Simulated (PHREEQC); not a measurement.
Consider water at 20 °C with 0.01 mol/kgw NaOH and 4.6e-07 mol/kgw H4SiO4. Closed to the air; pH follows from the charge balance.

Computed with PHREEQC (Pitzer model, pitzer.dat).

Each row changes one thing in this solution. This is a speciation only: nothing precipitates in the calculation.

```tsv
case	pH	H3SiO4- (mol/kgw)	H4SiO4 (mol/kgw)	SI of SiO2(a) (SiO2)
as made	12.12	4.20e-7	2.31e-9	-5.93
temperature from 20 to 75 °C	10.64	4.23e-7	1.61e-8	-5.49
H4SiO4 from 4.6e-07 to 4.6e-08 mol/kgw	12.12	4.20e-8	2.31e-10	-6.93
NaOH left out	7.08	6.81e-10	4.59e-7	-3.63
H4SiO4 from 4.6e-07 to 9.2e-08 mol/kgw	12.12	8.39e-8	4.63e-10	-6.63
H4SiO4 from 4.6e-07 to 9.2e-07 mol/kgw	12.12	8.39e-7	4.63e-9	-5.63
```

At this temperature some constants are extrapolated from 25 °C, and those without enthalpy data are left unchanged.
